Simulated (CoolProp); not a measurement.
Vapour-liquid equilibrium of R143a (1) + R152A (2) at 292.4 K; x and y are mole fractions of (1).

Model: multi-fluid Helmholtz-energy mixture model, Lemmon and Jacobsen 2000 and Outcalt 1996; pair parameters Bell 2016, in CoolProp.

```csv
x,bubble pressure (MPa),y at the bubble point,dew pressure at overall composition x (MPa),liquid density (mol/L)
0.05,0.5382,0.106,0.5181,13.70
0.125,0.5907,0.237,0.5454,13.50
0.2,0.6403,0.344,0.5753,13.31
0.275,0.6873,0.435,0.6078,13.12
0.35,0.7323,0.514,0.6433,12.92
0.425,0.7757,0.584,0.6821,12.73
0.5,0.8178,0.649,0.7242,12.55
0.575,0.8588,0.708,0.7698,12.36
0.65,0.8992,0.764,0.8187,12.18
0.725,0.9389,0.817,0.8709,12.00
0.8,0.9784,0.868,0.9260,11.82
0.875,1.018,0.918,0.9835,11.64
0.95,1.057,0.968,1.043,11.47
```

No azeotrope shows between x = 0.05 and 0.95.

Pair parameters are fitted to limited data, so mixtures are less certain than the pure fluids.
